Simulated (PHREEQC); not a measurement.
**Sulfide liquor (model solution)**

Dissolve 0.00044 mol H2S and 3.1e-05 mol NaOH per kg of water at 25 °C. Closed to the air; pH follows from the charge balance.

Model: ion-association model, phreeqc.dat, run in PHREEQC.

No solid was allowed to form.

**Question.** What pH, ionic strength does the model give?

**Answer.** pH 5.84; ionic strength 3.25e-5 mol/kgw.

**Question.** In which forms is S present?

**Answer.** H2S 93 %, HS- 7.4 % of the S.
